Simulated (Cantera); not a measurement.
Feed: 1 mol Zr, 0.11 mol O₂, 15 mol N₂, 0.017 mol H₂O, equilibrated at 2.30e-5 bar.

These are equilibrium values from Cantera (NASA tables, ideal gas, pure condensed phases), not measurements of a reactor. Candidate condensed phases: H₂O, Zr, ZrN, ZrO₂; 28 gas species. ZrN: taken at fixed stoichiometry. Kinetics and transport are ignored.

### Question
At 2175 °C, list the 5 most abundant gas species with their mole fractions, and the condensed phases.

### Answer
N₂ 0.967, ZrO 0.0156, Zr 0.0148, H 0.00223, N 3.67e-5. Condensed: ZrN(s).
